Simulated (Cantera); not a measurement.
A closed system holds: 1 mol toluene, 0.47 mol NH3, 1.8 mol H2O, equilibrated at 627 °C and 0.00280 bar.

Equilibrium computed with Cantera from the NASA thermochemical tables; the gas is ideal and each condensed phase is pure. Candidate condensed phases: C, C6H6, C7H8, C8H18, H2O; 136 gas species. Rates play no part.

Base state: H2 0.761, CO 0.209, N2 0.0276, H2O 0.00108, CO2 0.000682, CH4 0.000506 (mole fractions); condensed: C(graphite).

**Question.** What changes in the equilibrium state with this change: toluene replaced by C2H6?

**Answer.** 
```
species             before     after
----------------  --------  --------
H2                   0.761     0.730
CO                   0.209     0.236
N2                  0.0276    0.0312
CO2               0.000682  0.000874
CH4               0.000506  0.000465
H2O                0.00108   0.00117
C(graphite), mol      5.21     0.212
```
